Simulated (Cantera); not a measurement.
Feed: 1 mol HBr, 0.16 mol O2, 35 mol N2, held at 2877 °C and 9600000 Pa.

Equilibrium computed with Cantera from the NASA thermochemical tables; the gas is ideal and each condensed phase is pure. Candidate condensed phases: Br2, H2O; 27 gas species. The ideal-gas law is rough above about 30 bar. Rates play no part.

Base state: N2 0.960, Br 0.0191, HBr 0.00820, H2O 0.00544, H2 0.00303, NO 0.00182, H 0.00138, OH 0.000916 (mole fractions); condensed: gas only.

Question: What changes in the equilibrium state with this change: N2 from 35 to 0.4 mol?

Answer: 
```csv
species,before,after
Br,0.0191,0.300
HBr,0.00820,0.253
N2,0.960,0.233
Br2,7.85e-5,0.0194
H2O,0.00544,0.150
OH,0.000916,0.0129
H2,0.00303,0.0116
HO2,1.99e-7,2.00e-5
O2,0.000177,0.00908
O,0.000251,0.00180
```
